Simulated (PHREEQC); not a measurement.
Solution (25 °C): 0.024 mol HF and 0.00056 mol NH4F per kg of water. Closed to the air; pH follows from the charge balance.

Computed with PHREEQC (ion-association model, wateq4f.dat).

pH: 2.47
ionic strength: 0.00416 mol/kgw
total alkalinity: -24.0 meq/kg

| species | molality | activity | log γ |
|---|---|---|---|
| HF | 0.0184 | 0.0184 | 0.000 |
| F- | 0.00389 | 0.00362 | -0.031 |
| H+ | 0.00360 | 0.00338 | -0.028 |
| H2F2 | 0.000880 | 0.000880 | 0.000 |
| NH4+ | 0.000560 | 0.000522 | -0.030 |
| HF2- | 0.000274 | 0.000256 | -0.031 |

Precipitation was switched off in this run. wateq4f.dat counts part of the HF as a dimer, H2F2, which phreeqc.dat doesn't know; its constant is uncertain.
